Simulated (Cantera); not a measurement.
An isothermal plug-flow reactor at 775 K and 0.370 bar (inlet), inlet velocity 0.15 m/s, active area per volume 230 1/m; feed CO : O₂ : N₂ : H₂O = 0.0048 : 0.061 : 0.79 : 0.099 (molar parts), equivalence ratio 0.039.

Computed with Cantera and Deutschmann's 1995 Pt surface mechanism with GRI-Mech 3.0 gas chemistry. Catalytic surfaces can have several steady states; this one follows from the mechanism file's or the stated starting coverage. Mass transfer to the wall is taken as infinitely fast.

**Question.** What does this change do: temperature 775 to 575 K?

**Answer.** 
| quantity | before | after |
|---|---|---|
| x(CO) at z = 0.016 m | 3.89e-11 | 0.00373 |
| x(O₂) at z = 0.016 m | 0.0615 | 0.0633 |
| x(H₂O) at z = 0.016 m | 0.104 | 0.104 |
| x(CO₂) at z = 0.016 m | 0.00504 | 0.00130 |
| θ(free Pt) at the exit | 0.0475 | 0.00273 |
| θ(O*) at the exit | 0.947 | 0.991 |
| θ(OH*) at the exit | 0.00509 | 0.00558 |
